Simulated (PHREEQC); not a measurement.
Make-up at 25 °C: 0.22 mol/kgw NaHCO3 and 0.00034 mol/kgw KOH. Closed to the air; pH follows from the charge balance.

Computed with PHREEQC (Pitzer model, pitzer.dat).

```csv
quantity,before,after
pH,7.98,8.15
ionic strength (mol/kgw),0.224,0.229
HCO3- (mol/kgw),0.212,0.212
CO3-2 (mol/kgw),0.00404,0.00588
CO2 (mol/kgw),0.00370,0.00249
SI of Nahcolite (NaHCO3),-1.19,-1.19
SI of Natron (Na2CO3:10H2O),-3.97,-3.80
```

**Question.** Name the change that produced these shifts.
A. 0.061 mol/kgw NaOH added
B. KOH from 0.00034 to 0.0034 mol/kgw
C. NaHCO3 from 0.22 to 0.33 mol/kgw
D. KOH replaced by KHCO3 at the same molality
E. KOH left out

**Answer.** B, KOH from 0.00034 to 0.0034 mol/kgw

Precipitation was switched off in this run.
